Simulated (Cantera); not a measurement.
Feed: 1 mol CCl4, 0.52 mol Si, equilibrated at 900 K and 0.100 bar.

These are equilibrium values from Cantera (NASA tables, ideal gas, pure condensed phases), not measurements of a reactor. Candidate condensed phases: C, Si, SiC; 24 gas species. Gases not in the tables: chlorinated aromatics. Kinetics and transport are ignored.

Base state: Cl2 0.647, SiCl4 0.352, CCl4 0.000952, Cl 0.000188 (mole fractions); condensed: C(graphite).

What changes in the equilibrium state with this change: Si from 0.52 to 0.062 mol?


```json
[
 {"species": "Cl2", "before": "0.647", "after": "0.966"},
 {"species": "SiCl4", "before": "0.352", "after": "0.0321"},
 {"species": "CCl4", "before": "0.000952", "after": "0.00212"},
 {"species": "Cl", "before": "0.000188", "after": "0.000230"},
 {"species": "C(graphite), mol", "before": "0.999", "after": "0.996"}
]
```
